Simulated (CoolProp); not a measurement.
50 sccm (0 °C, 1 atm) of nitrogen bubbles through liquid dimethyl carbonate at 347 K and leaves saturated at a total pressure of 0.15 MPa (ideal gas phase). Each further row changes one setting.

Computed with CoolProp (reference Helmholtz-energy equation of state, Zhou 2011).

| case | vapour pressure (kPa) | mole fraction of vapour | delivery (mg/min) | delivery (sccm) | change of delivery for a bath 1 K warmer (%) |
|---|---|---|---|---|---|
| as stated | 58.6 | 0.391 | 129 | 32.1 | [?] |
| bath temperature 352 K | 69.8 | 0.465 | 175 | 43.5 | 6.7 |
| total pressure 0.3 MPa | 58.6 | [?] | 48.8 | [?] | 4.5 |

Task: What belongs in the gaps?

Result: 
- as stated, change of delivery for a bath 1 K warmer (%): 6.1
- total pressure 0.3 MPa, mole fraction of vapour: 0.195
- total pressure 0.3 MPa, delivery (sccm): 12.1
